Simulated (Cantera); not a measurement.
Input: 1 mol Ta₂O₅, 13 mol CO, at 1448.15 K and 0.410 bar.

Cantera equilibrium calculation (NASA polynomials, part measured and part estimated; ideal gas, pure solids and liquids). Candidate condensed phases: C, Ta, TaC, Ta₂O₅; 15 gas species. Mutual solubility and eutectic melting of coexisting phases are not modelled. TaC: taken at fixed stoichiometry. Condensed phases not in the tables: Ta₂C. The numbers say what is thermodynamically allowed, not how fast it happens.

Base state: CO 0.998, CO₂ 0.00161 (mole fractions); condensed: TaC(s) + Ta₂O₅(s).

**Question.** What changes in the equilibrium state with this change: 0.83 mol O₂ added?

**Answer.** 
| species | before | after |
|---|---|---|
| CO | 0.998 | 0.872 |
| CO₂ | 0.00161 | 0.128 |
| TaC(s), mol | 0.00599 | 0 |
| Ta₂O₅(s), mol | 0.997 | 1.00 |
